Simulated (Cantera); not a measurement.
A closed system holds: 1 mol SiH2Cl2, 69 mol N2, held at 1925 K and 0.180 bar.

Equilibrium computed with Cantera from the NASA thermochemical tables; the gas is ideal and each condensed phase is pure. Candidate condensed phases: NH4Cl, Si, Si3N4; 28 gas species. The tables' values for SiCl3, SiCl are old estimates; treat these amounts as uncertain. The numbers say what is thermodynamically allowed, not how fast it happens.

Base state: N2 0.972, H2 0.00973, SiCl2 0.00957, HCl 0.00856, H 0.000222, Cl 0.000147, SiCl3 0.000107, SiCl 7.46e-5 (mole fractions); condensed: Si3N4(s).

Question: What changes in the equilibrium state with this change: temperature from 1925 K to 1498 K?

Answer: 
```tsv
species	before	after
N2	0.972	0.973
HCl	0.00856	0.0209
H2	0.00973	0.00373
SiCl2	0.00957	0.00154
Si	4.69e-5	<1e-9
SiCl	7.46e-5	2.46e-8
Si3N4(s), mol	0.102	0.268
```
N2 is the only nitrogen source here; it is nearly inert below about 1500 K, so the nitride shown seldom forms there in practice. The tables' values for SiCl3 are old estimates; treat these amounts as uncertain.
